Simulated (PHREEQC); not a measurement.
0.3 g of hydrous ferric oxide (600 m²/g; 0.2 weak and 0.005 strong sites per Fe, Dzombak-Morel constants, diffuse double layer) in 1 kg of water with 0.01 mol/kgw of an inert sodium salt and 0.34 mmol/kgw MgCl2 and 0.068 mmol/kgw ZnCl2, at 25 °C; the pH is set by adding NaOH or the inert anion's acid. Oxygen is held at 0.21 atm. No CO2 enters from the air. Precipitation was switched off in this run.

The series has 17 steps of pH, from 4 to 10.

All values are PHREEQC results (ion-association model, wateq4f.dat), not measurements.

Question: Near which pH is half of the Mg sorbed, and on which side is more sorbed?

Answer: Near pH 8.7, with more sorbed at higher pH.

Question: Near which pH is half of the Zn sorbed, and on which side is more sorbed?

Answer: Near pH 6.6, with more sorbed at higher pH.

Question: At which pH does the surface charge pass through zero?

Answer: Near pH 10.0.

Along this series the solution becomes supersaturated in solids that the run did not let form, among them Zn(OH)2-e. Complexes and solids missing from the database can't appear.
